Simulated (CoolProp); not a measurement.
A simple Rankine cycle with vinyl chloride: condensing at 327.15 K, boiler at 2.44 MPa, turbine inlet 391 K, turbine efficiency 0.7, pump efficiency 0.7, no recuperator. Each further row changes one setting.

Model: reference Helmholtz-energy equation of state, Thol 2022, in CoolProp.

```tsv
case	thermal efficiency (%)	net work (kJ/kg)	heat in (kJ/kg)	turbine exit temperature (K)	volume ratio over the turbine
as stated	7.8	25.8	332	338.7	2.82
turbine inlet 411 K	8.0	28.7	359	360.9	[?]
condensing temperature 319.15 K	[?]	30.8	[?]	330.3	3.41
boiler pressure 1.71 MPa	5.5	[?]	[?]	359.5	1.94
turbine efficiency 0.6	[?]	21.7	332	342.5	2.86
```

**Question.** What belongs in the gaps?

**Answer.** 
- turbine inlet 411 K, volume ratio over the turbine: 2.77
- condensing temperature 319.15 K, thermal efficiency (%): 9.0
- condensing temperature 319.15 K, heat in (kJ/kg): 344
- boiler pressure 1.71 MPa, net work (kJ/kg): 19.2
- boiler pressure 1.71 MPa, heat in (kJ/kg): 348
- turbine efficiency 0.6, thermal efficiency (%): 6.5
